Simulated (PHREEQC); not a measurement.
# Phosphoric acid bath: speciation

Solution (25 °C): 45 mmol/kgw H3PO4, 0.05 mmol/kgw K2HPO4 and 0.33 mmol/kgw ZnSO4. Closed to the air; pH follows from the charge balance.

Model: ion-association model, wateq4f.dat, run in PHREEQC.

This is a speciation only: nothing precipitates in the calculation.

**Question.** Predict the pH, ionic strength.

**Answer.** pH 1.85; ionic strength 0.0169 mol/kgw.

**Question.** In which forms is Zn present?

**Answer.** Zn+2 99 %, ZnSO4 1.4 % of the Zn.

H3PO4, which wateq4f.dat lacks, is added to it with the constant of phreeqc.dat. The database has no phosphate complexes of Zn.
